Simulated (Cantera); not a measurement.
Input: 1 mol MgSO4, 0.16 mol CO2, 20 mol O2, held at 1675 K and 0.0133 bar.

These are equilibrium values from Cantera (NASA tables, ideal gas, pure condensed phases), not measurements of a reactor. Candidate condensed phases: C, Mg, MgCO3, MgO, MgS, MgSO4, S; 26 gas species. The numbers say what is thermodynamically allowed, not how fast it happens.

Problem. What is the equilibrium state?

Solution. 
| Quantity | Value |
|---|---|
| x(O2) | 0.946 |
| x(SO2) | 0.0461 |
| x(CO2) | 0.00738 |
| x(O) | 0.000288 |
| x(SO3) | 8.72e-5 |
| x(CO) | 3.36e-6 |
| x(SO) | 1.81e-6 |
| n(MgO(s)) | 1.00 mol |
| gas amount | 21.66 mol |
| log10 activity of S(l) (absent) | -10.15 |
| log10 activity of Mg(l) (absent) | -12.00 |
| log10 activity of C(graphite) (absent) | -14.47 |
